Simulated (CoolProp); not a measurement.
Values from CoolProp's reference Helmholtz-energy equation of state, Younglove 1994. It is a modified Benedict-Webb-Rubin equation, recast in Helmholtz form.

### Question
Give the vapour pressure (MPa), liquid density (kg/m³), enthalpy of vaporisation (kJ/kg), liquid cp (kJ/(kg K)) of saturated R123 at 368.6 K.

### Answer
| T (K) | p (MPa) | liquid density (kg/m³) | enthalpy of vaporisation (kJ/kg) | liquid cp (kJ/(kg K)) |
|---|---|---|---|---|
| 368.6 | 0.709 | 1260 | 137 | 1.13 |
